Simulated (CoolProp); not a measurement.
A simple Rankine cycle with R245fa: condensing at 323.15 K, boiler at 1.95 MPa, turbine inlet 395.7 K, turbine efficiency 0.65, pump efficiency 0.6, no recuperator. Each further row changes one setting.

Model: reference Helmholtz-energy equation of state, Akasaka 2015, in CoolProp.

| case | thermal efficiency (%) | net work (kJ/kg) | heat in (kJ/kg) | turbine exit temperature (K) | volume ratio over the turbine |
|---|---|---|---|---|---|
| as stated | 8.5 | … | 220 | … | 6.90 |
| turbine inlet 415.7 K | … | 21.3 | 248 | 373.7 | 6.37 |
| condensing temperature 315.15 K | … | 21.9 | 231 | 344.0 | 8.90 |
| boiler pressure 1.36 MPa | 7.2 | 16.9 | 234 | 364.1 | … |
| turbine efficiency 0.55 | … | 15.6 | 220 | 351.8 | 6.99 |

**Question.** Fill in the missing entries.

**Answer.** 
- as stated, net work (kJ/kg): 18.8
- as stated, turbine exit temperature (K): 348.6
- turbine inlet 415.7 K, thermal efficiency (%): 8.6
- condensing temperature 315.15 K, thermal efficiency (%): 9.5
- boiler pressure 1.36 MPa, volume ratio over the turbine: 4.26
- turbine efficiency 0.55, thermal efficiency (%): 7.1
